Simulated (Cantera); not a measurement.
Cantera run, input and output.

```python
import numpy as np
import cantera as ct

gas = ct.Solution("gri30.yaml")
gas.TPX = 375, 101325, {'H2': 1, 'O2': 0.385, 'N2': 1.45}
inlet = ct.Reservoir(gas, clone=True)
gas.equilibrate("HP")  # start burning
reactor = ct.IdealGasConstPressureReactor(gas, energy="on", clone=False)
exhaust = ct.Reservoir(gas, clone=True)
tau = [0.062, 0.021, 0.0071, 0.0024, 0.00081, 0.00027, 9.2e-05, 3.1e-05, 1.1e-05, 3.6e-06][0]
for a, b in ((inlet, reactor), (reactor, exhaust)):
    ct.MassFlowController(a, b, mdot=lambda t: reactor.mass / tau)
net = ct.ReactorNet([reactor])
show = ['H2', 'O2', 'NO', 'N2O', 'OH', 'HO2']

rows = []
print(f"{'tau/s':>10s}{'T/K':>9s}" + "".join(f"{s:>11s}" for s in show))
for tau in [0.062, 0.021, 0.0071, 0.0024, 0.00081, 0.00027, 9.2e-05, 3.1e-05, 1.1e-05, 3.6e-06]:
    net.initial_time = 0.0
    net.advance(30 * tau)
    before = gas.X
    net.advance(40 * tau)
    drift = np.max(np.abs(gas.X - before) / (gas.X + 1e-9))
    rows.append([gas.T, *gas[show].X, drift])
    print(f"{tau:10.3e}{gas.T:9.1f}" + "".join(f"{x:11.3e}" for x in gas[show].X))
```

Output:

```
     tau/s      T/K         H2         O2         NO        N2O         OH        HO2
 6.200e-02   2361.6  9.311e-02  2.022e-04  3.232e-04  1.694e-08  3.221e-03  1.159e-07
 2.100e-02   2342.5  9.288e-02  3.601e-04  2.779e-04  1.676e-08  4.148e-03  2.160e-07
 7.100e-03   2304.6  9.259e-02  7.459e-04  2.074e-04  1.702e-08  5.776e-03  4.658e-07
 2.400e-03   2237.6  9.238e-02  1.605e-03  1.335e-04  1.817e-08  8.040e-03  9.993e-07
 8.100e-04   2130.1  9.233e-02  3.286e-03  8.250e-05  2.052e-08  1.040e-02  2.038e-06
 2.700e-04   1974.0  9.212e-02  6.129e-03  5.520e-05  2.362e-08  1.180e-02  4.041e-06
 9.200e-05   1779.7  9.179e-02  1.038e-02  3.562e-05  2.571e-08  1.118e-02  7.878e-06
 3.100e-05   1552.5  9.765e-02  1.850e-02  1.663e-05  2.525e-08  8.388e-03  1.734e-05
 1.100e-05    375.0  3.527e-01  1.358e-01  7.718e-22  6.114e-24  9.673e-23  1.647e-18
 3.600e-06    375.0  3.527e-01  1.358e-01  3.027e-24  2.398e-26  3.769e-25  6.460e-21
```

Detailed kinetics in Cantera: GRI-Mech 3.0 (53 species, 325 reactions).
